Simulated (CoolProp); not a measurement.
A simple Rankine cycle with ammonia: condensing at 322.15 K, boiler at 7.32 MPa, turbine inlet 383.3 K, turbine efficiency 0.8, pump efficiency 0.6, no recuperator. Each further row changes one setting.

The numbers come from the reference Helmholtz-energy equation of state, Gao 2020 in CoolProp.

```csv
case,thermal efficiency (%),net work (kJ/kg),heat in (kJ/kg),turbine exit temperature (K),volume ratio over the turbine
as stated,9.9,96.6,978,322.1,3.67
turbine inlet 403.3 K,10.4,115,1100,322.1,3.26
condensing temperature 314.15 K,11.2,114,1020,314.1,4.51
boiler pressure 5.12 MPa,8.0,89.4,1120,322.1,2.30
turbine efficiency 0.7,8.4,82.6,978,322.1,3.73
```

The expansion ends wet for: as stated; turbine inlet 403.3 K; condensing temperature 314.15 K; boiler pressure 5.12 MPa; turbine efficiency 0.7.
